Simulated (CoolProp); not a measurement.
Vapour-liquid equilibrium of R125 (1) + R143a (2) at 200.7 K; x and y are mole fractions of (1).

Values from CoolProp's multi-fluid Helmholtz-energy mixture model, Lemmon 2005 and Lemmon and Jacobsen 2000; pair parameters Lemmon 2004.

```json
[
 {"x": "0.05", "bubble pressure, mixture model (kPa)": "25.47", "bubble pressure, Raoult's law (kPa)": "25.73", "y, mixture model": "0.041", "y, Raoult's law": "0.050"},
 {"x": "0.125", "bubble pressure, mixture model (kPa)": "25.12", "bubble pressure, Raoult's law (kPa)": "25.73", "y, mixture model": "0.107", "y, Raoult's law": "0.125"},
 {"x": "0.2", "bubble pressure, mixture model (kPa)": "24.82", "bubble pressure, Raoult's law (kPa)": "25.73", "y, mixture model": "0.179", "y, Raoult's law": "0.200"},
 {"x": "0.275", "bubble pressure, mixture model (kPa)": "24.58", "bubble pressure, Raoult's law (kPa)": "25.73", "y, mixture model": "0.255", "y, Raoult's law": "0.275"},
 {"x": "0.35", "bubble pressure, mixture model (kPa)": "24.40", "bubble pressure, Raoult's law (kPa)": "25.73", "y, mixture model": "0.334", "y, Raoult's law": "0.350"},
 {"x": "0.425", "bubble pressure, mixture model (kPa)": "24.29", "bubble pressure, Raoult's law (kPa)": "25.73", "y, mixture model": "0.416", "y, Raoult's law": "0.425"},
 {"x": "0.5", "bubble pressure, mixture model (kPa)": "24.25", "bubble pressure, Raoult's law (kPa)": "25.74", "y, mixture model": "0.500", "y, Raoult's law": "0.500"},
 {"x": "0.575", "bubble pressure, mixture model (kPa)": "24.29", "bubble pressure, Raoult's law (kPa)": "25.74", "y, mixture model": "0.583", "y, Raoult's law": "0.575"},
 {"x": "0.65", "bubble pressure, mixture model (kPa)": "24.40", "bubble pressure, Raoult's law (kPa)": "25.74", "y, mixture model": "0.666", "y, Raoult's law": "0.650"},
 {"x": "0.725", "bubble pressure, mixture model (kPa)": "24.57", "bubble pressure, Raoult's law (kPa)": "25.74", "y, mixture model": "0.746", "y, Raoult's law": "0.725"},
 {"x": "0.8", "bubble pressure, mixture model (kPa)": "24.82", "bubble pressure, Raoult's law (kPa)": "25.74", "y, mixture model": "0.822", "y, Raoult's law": "0.800"},
 {"x": "0.875", "bubble pressure, mixture model (kPa)": "25.12", "bubble pressure, Raoult's law (kPa)": "25.74", "y, mixture model": "0.893", "y, Raoult's law": "0.875"},
 {"x": "0.95", "bubble pressure, mixture model (kPa)": "25.48", "bubble pressure, Raoult's law (kPa)": "25.74", "y, mixture model": "0.959", "y, Raoult's law": "0.950"}
]
```

The largest gap from Raoult's law is -5.8 % in bubble pressure, at x = 0.5. y crosses x between x = 0.5 and 0.575: the model has an azeotrope there.

The pair parameters rest on a limited set of measurements; away from them the model extrapolates.
